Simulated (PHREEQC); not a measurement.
Make-up at 25 °C: 38 mmol/kgw H2SO4, 0.032 mmol/kgw CuSO4 and 3.2 mmol/kgw MgCl2. Closed to the air; pH follows from the charge balance.

The numbers come from PHREEQC with the ion-association model, phreeqc.dat.

**Question.** The ionic strength comes out as 0.0688 mol/kgw. What activity coefficients do Mg+2, Cu+2, Cl-, SO4-2, HSO4- get?

**Answer.** Mg+2 0.45, Cu+2 0.44, Cl- 0.79, SO4-2 0.42, HSO4- 0.80.

This is a speciation only: nothing precipitates in the calculation. Complexes and solids missing from the database can't appear.
